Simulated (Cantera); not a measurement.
Charge: 1 mol Si3N4, 0.31 mol O2, 12 mol H2, held at 13.3 mbar.

Cantera equilibrium calculation (NASA polynomials, part measured and part estimated; ideal gas, pure solids and liquids). Candidate condensed phases: H2O, Si, SiO2, Si2N2O, Si3N4; 35 gas species. Mutual solubility and eutectic melting of coexisting phases are not modelled. The tables' values for SiN are old estimates; treat these amounts as uncertain. Gases not in the tables: Si2H6 and higher silanes. Equilibrium is a limit: real reactors are often held back by kinetics, nucleation or transport.

x: gas mole fraction; n: condensed amount in mol.

| T (K) | x H2 | x N2 | x SiO | x H | x Si | x SiH | x Si2 | n Si2N2O(s) | n Si3N4(s) | n Si(s) | n Si(l) |
|---|---|---|---|---|---|---|---|---|---|---|---|
| 1075 | 0.983 | 0.0169 | <1e-12 | 1.26e-7 | <1e-12 | <1e-12 | <1e-12 | 0.620 | 0.587 | 0 | 0 |
| 1175 | 0.983 | 0.0169 | 9.83e-11 | 1.05e-6 | <1e-12 | <1e-12 | <1e-12 | 0.620 | 0.587 | 0 | 0 |
| 1275 | 0.983 | 0.0169 | 1.06e-8 | 6.33e-6 | 1.56e-11 | 1.71e-11 | <1e-12 | 0.620 | 0.587 | 0 | 0 |
| 1375 | 0.983 | 0.0169 | 5.68e-7 | 2.94e-5 | 1.81e-9 | 1.17e-9 | <1e-12 | 0.620 | 0.587 | 0 | 0 |
| 1475 | 0.983 | 0.0169 | 1.76e-5 | 0.000111 | 1.09e-7 | 4.45e-8 | ___ | 0.620 | 0.587 | 0 | 0 |
| 1575 | 0.982 | 0.0170 | 0.000348 | 0.000357 | 3.86e-6 | 1.06e-6 | ___ | 0.616 | 0.588 | 0 | 0 |
| 1675 | 0.919 | 0.0770 | 0.00290 | 0.000964 | 3.26e-5 | 6.05e-6 | ___ | 0.582 | 0.206 | 1.18 | 0 |
| 1775 | 0.819 | 0.137 | 0.0424 | 0.00227 | 0.000165 | 2.11e-5 | ___ | 0 | 0 | 0 | 2.38 |
| 1875 | 0.815 | 0.136 | 0.0423 | 0.00513 | 0.000679 | 6.57e-5 | ___ | 0 | 0 | 0 | 2.37 |
| 1975 | 0.809 | 0.136 | 0.0421 | 0.0107 | 0.00242 | 0.000181 | ___ | 0 | 0 | 0 | 2.34 |
| 2075 | 0.795 | 0.134 | 0.0416 | 0.0206 | 0.00764 | 0.000450 | ___ | 0 | 0 | 0 | 2.25 |
| 2175 | 0.768 | 0.131 | 0.0407 | 0.0370 | 0.0216 | 0.00102 | ___ | 0 | 0 | 0 | 2.01 |

Question: What belongs in the gaps?

Answer: 
- 1475, x Si2: 2.94e-11
- 1575, x Si2: 7.37e-9
- 1675, x Si2: 1.27e-7
- 1775, x Si2: 9.21e-7
- 1875, x Si2: 5.10e-6
- 1975, x Si2: 2.36e-5
- 2075, x Si2: 9.42e-5
- 2175, x Si2: 0.000330
